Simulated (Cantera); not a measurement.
Input (Python, Cantera) and output of one run.

```python
import numpy as np
import cantera as ct

gas_names = """
    CrO3 N2 O
""".split()
cond_names = """
    Cr2N(s)
""".split()


# ... load() reads the species with a 1 bar reference pressure and builds the phases ...
species = {s.name: s for s in load("nasa_gas.yaml", gas_names) + load("nasa_condensed.yaml", cond_names)}
# Each term lists the table entries of one substance; the one whose range holds T is used.
reactions = {
    '4 CrO3(g) + N2(g) = 2 Cr2N + 12 O(g)':
        [(-4, ['CrO3']), (-1, ['N2']), (2, ['Cr2N(s)']), (12, ['O'])],
}


def pick(names, T):
    return next(species[n] for n in names if species[n].thermo.min_temp <= T <= species[n].thermo.max_temp)


results = []
for label, terms in reactions.items():
    print(label)
    print("     T/K   dH/kJ  dS/(J/K)   dG/kJ   log10 K")
    for T in [1625, 1650, 1675, 1700, 1725, 1750]:
        used = [(nu, pick(names, T)) for nu, names in terms]
        dH = sum(nu * s.thermo.h(T) for nu, s in used) / 1e6
        dS = sum(nu * s.thermo.s(T) for nu, s in used) / 1e3
        dG = dH - T * dS / 1e3
        logK = -dG * 1e6 / (ct.gas_constant * T * np.log(10))
        results.append((label, T, dH, dS, dG, logK, [s.name for _, s in used]))
        print(f"{T:8g} {dH:8.1f} {dS:8.1f} {dG:8.1f} {logK:8.2f}")
```

It prints:

```
4 CrO3(g) + N2(g) = 2 Cr2N + 12 O(g)
     T/K   dH/kJ  dS/(J/K)   dG/kJ   log10 K
    1625   4037.0    975.6   2451.6   -78.80
    1650   4039.7    977.3   2427.2   -76.84
    1675   4042.3    978.8   2402.7   -74.93
    1700   4045.0    980.4   2378.2   -73.07
    1725   4047.7    982.0   2353.7   -71.27
    1750   4050.4    983.6   2329.1   -69.52
```

Source: NASA polynomial tables (part measured, part estimated), evaluated in Cantera. Condensed species are held in their standard states even where they would react or evaporate.
